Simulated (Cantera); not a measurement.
A Cantera script and what it prints.

```python
import numpy as np
import cantera as ct

gas_names = """
    H HI HO2 H2 H2O H2O2 I I2 O OH O2 O3
""".split()
cond_names = """
    H2O(s) H2O(L) I2(cr) I2(L)
""".split()


# ... load() reads the species with a 1 bar reference pressure and builds the phases ...
atoms = {
    'HI': {'H': 1, 'I': 1},
    'H2O': {'H': 2, 'O': 1},
    'H2': {'H': 2},
}
top_T = {}  # K; cautious upper limits of use, not melting points


# ... equilibrate(T, P, feed) seeds the gas with the atoms and calls Mixture.equilibrate('TP', solver="vcs", rtol=1e-11, max_steps=5000) ...
results = []
feed = {'HI': 1, 'H2O': 0.83, 'H2': 6.8}  # mol
T = 1725  # K
for P in [10, 200, 3900, 77000, 1500000, 30000000]:
    mix = equilibrate(T, P, feed)
    results.append((T, P, feed, dict(zip(mix.species_names, mix.species_moles))))

top = {s: max(r[3][s] / sum(r[3][g] for g in gas_names) for r in results) for s in gas_names}
cols = sorted((s for s in top if top[s] > 1e-05), key=lambda s: -top[s])[:8]
seen = [c for c in cond_names if any(r[3].get(c, 0) > 1e-12 for r in results)]
print("log10 of partial pressures in bar; condensed amounts in mol")
print(f"{'P/Pa':>10s}" + "".join(f"{s[:9]:>10s}" for s in cols + seen))
for T, P, feed, n in results:
    ng = sum(n[g] for g in gas_names)
    print(f"{P:10.4g}" + "".join(f"{np.log10(max(n[s] / ng * P / 1e5, 1e-99)):10.3f}" for s in cols)
          + "".join(f"{n.get(c, 0):10.4g}" for c in seen))
```

It prints:

```
log10 of partial pressures in bar; condensed amounts in mol
      P/Pa        H2        HI         I       H2O         H        I2        OH
        10    -4.105    -6.887    -4.969    -5.045    -5.784   -10.825    -7.983
       200    -2.798    -4.946    -3.682    -3.740    -5.130    -8.251    -7.331
      3900    -1.508    -3.078    -2.459    -2.446    -4.485    -5.805    -6.682
   7.7e+04    -0.214    -1.351    -1.379    -1.142    -3.838    -3.645    -6.026
   1.5e+06     1.074     0.146    -0.526     0.155    -3.194    -1.939    -5.372
     3e+07     2.374     1.512     0.190     1.459    -2.544    -0.507    -4.718
```

These are equilibrium values from Cantera (NASA tables, ideal gas, pure condensed phases), not measurements of a reactor. The ideal-gas law is rough above about 30 bar.
